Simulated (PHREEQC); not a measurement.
Sulfide liquor: speciation

Solution (60 °C): 0.0011 mol H2S, 0.00095 mol NaCl and 4.5e-05 mol CdCl2 per kg of water. Closed to the air; pH follows from the charge balance.

All values are PHREEQC results (ion-association model, wateq4f.dat), not measurements.

This is a speciation only: nothing precipitates in the calculation.

### Question
Estimate the pH, ionic strength.

### Answer
pH 4.08; ionic strength 0.00104 mol/kgw.

### Question
In which forms is S present?

### Answer
H2S 92 %, Cd(HS)2 7.1 %, CdHS+ 0.6 % of the S.

Examples of supersaturated solids here: Greenockite. Others may be too. Species that the database lacks are ignored. Constants without temperature data keep their 25 °C values here. The polysulfide entries of wateq4f.dat were taken out for this run.
